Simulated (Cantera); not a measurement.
# Thermodynamics of chlorosilane synthesis and conversion, feed Si + HCl + H2

Feed: 1 mol Si, 2.2 mol HCl, 5.6 mol H2, at 101000 Pa.

Equilibrium computed with Cantera from the NASA thermochemical tables; the gas is ideal and each condensed phase is pure. Candidate condensed phases: Si; 19 gas species. The tables' values for SiCl3 are old estimates; treat these amounts as uncertain. Rates play no part.

| T (K) | x H2 | x HCl | x SiCl4 | x SiCl2 | x SiHCl3 | x SiCl3 | n Si(s) |
|---|---|---|---|---|---|---|---|
| 1098 | 0.899 | 0.0200 | 0.0457 | 0.000904 | 0.0299 | 0.00171 | 0.417 |
| 1148 | 0.894 | 0.0275 | 0.0436 | 0.00186 | 0.0284 | 0.00271 | 0.428 |
| 1198 | 0.886 | 0.0366 | 0.0406 | 0.00356 | 0.0265 | 0.00404 | 0.440 |
| 1248 | 0.878 | 0.0470 | 0.0368 | 0.00633 | 0.0242 | 0.00568 | 0.450 |
| 1298 | 0.868 | 0.0586 | 0.0321 | 0.0105 | 0.0214 | 0.00751 | 0.458 |
| 1348 | 0.857 | 0.0706 | 0.0267 | 0.0163 | 0.0184 | 0.00931 | 0.462 |
| 1398 | 0.846 | 0.0824 | 0.0209 | 0.0236 | 0.0151 | 0.0108 | 0.461 |
| 1448 | 0.835 | 0.0932 | 0.0154 | 0.0320 | 0.0118 | 0.0116 | 0.455 |
x: gas mole fraction; n: condensed amount in mol.

From 1098 K to 1448 K the condensed part is Si(s). The main Si-bearing gas is SiCl4 at 1098 K and SiCl2 at 1448 K. The share of Si in condensed phases is highest at 1348 K (46.2 %) and lowest at 1098 K (41.7 %).
